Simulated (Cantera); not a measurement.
Mixture: H₂ : O₂ : N₂ : H₂O = 1 : 1.02 : 5.71 : 0.28 (molar parts), at 10.0 bar, adiabatic and at constant volume. Ignition delay is the time to a rise of 400 K.

Model: the H2/O2 subset of GRI-Mech 3.0, which has no nitrogen chemistry, integrated in Cantera. The hydrogen kinetics of GRI-Mech 3.0 are dated; newer H2 mechanisms differ, most at raised pressure. Where the delays flatten at high temperature, the 400 K rule measures the pace of heat release, not the induction time.

What does this change do: pressure from 10.0 bar to 13.0 bar?


```tsv
quantity	before	after
delay at 1200 K	0.199 ms	0.231 ms
delay at 1275 K	22.6 µs	42.7 µs
delay at 1350 K	6.13 µs	6.96 µs
delay at 1425 K	3.47 µs	3.12 µs
delay at 1500 K	2.40 µs	1.99 µs
delay at 1575 K	1.83 µs	1.45 µs
delay at 1650 K	1.49 µs	1.15 µs
apparent activation energy between 1500 and 1650 K	65 kJ/mol	75 kJ/mol
```
The pressure lies above the range GRI-Mech 3.0 was tuned for (to about 10 atm).

What does this change do: H2O 0.28 to 0.16 parts?


```csv
quantity,before,after
delay at 1200 K,0.199 ms,0.155 ms
delay at 1275 K,22.6 µs,14.6 µs
delay at 1350 K,6.13 µs,5.33 µs
delay at 1425 K,3.47 µs,3.22 µs
delay at 1500 K,2.40 µs,2.28 µs
delay at 1575 K,1.83 µs,1.77 µs
delay at 1650 K,1.49 µs,1.45 µs
apparent activation energy between 1500 and 1650 K,65 kJ/mol,62 kJ/mol
```

What does this change do: O2 1.02 to 0.54 parts?


```json
[
 {"quantity": "delay at 1200 K", "before": "0.199 ms", "after": "0.215 ms"},
 {"quantity": "delay at 1275 K", "before": "22.6 µs", "after": "29.9 µs"},
 {"quantity": "delay at 1350 K", "before": "6.13 µs", "after": "8.79 µs"},
 {"quantity": "delay at 1425 K", "before": "3.47 µs", "after": "5.03 µs"},
 {"quantity": "delay at 1500 K", "before": "2.40 µs", "after": "3.51 µs"},
 {"quantity": "delay at 1575 K", "before": "1.83 µs", "after": "2.70 µs"},
 {"quantity": "delay at 1650 K", "before": "1.49 µs", "after": "2.21 µs"},
 {"quantity": "apparent activation energy between 1500 and 1650 K", "before": "65 kJ/mol", "after": "63 kJ/mol"}
]
```
